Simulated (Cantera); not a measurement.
Input: 1 mol CuO, a varied amount of H₂, 0.13 mol H₂O, held at 560000 Pa.

Cantera equilibrium calculation (NASA polynomials, part measured and part estimated; ideal gas, pure solids and liquids). Candidate condensed phases: Cu, CuO, Cu(OH)₂, Cu₂O, H₂O; 12 gas species. Kinetics and transport are ignored.

Stable condensed phases, one row left out:

```
T in K \ n(H₂) in mol
          270  370  460  560  650  750  850  940 1000 1100
   2175     A    B    B    B    B    B    B    B    B    B
   2075     A    A    A    A    A    B    B    B    B    B
   2025     A    A    A    A    A    A    A    A    A    B
   1975     A    A    A    A    A    A    A    A    A    A
   1925     A    A    A    A    A    A    A    A    A    A
   1875     A    A    A    A    A    A    A    A    A    A
   1825     A    A    A    A    A    A    A    A    A    A
   1775     A    A    A    A    A    A    A    A    A    A
   1725     A    A    A    A    A    A    A    A    A    A
```

A: Cu; B: gas only.

### Question
Give the row for 2125 K.

### Answer
270: Cu; 370: Cu; 460: gas only; 560: gas only; 650: gas only; 750: gas only; 850: gas only; 940: gas only; 1000: gas only; 1100: gas only.
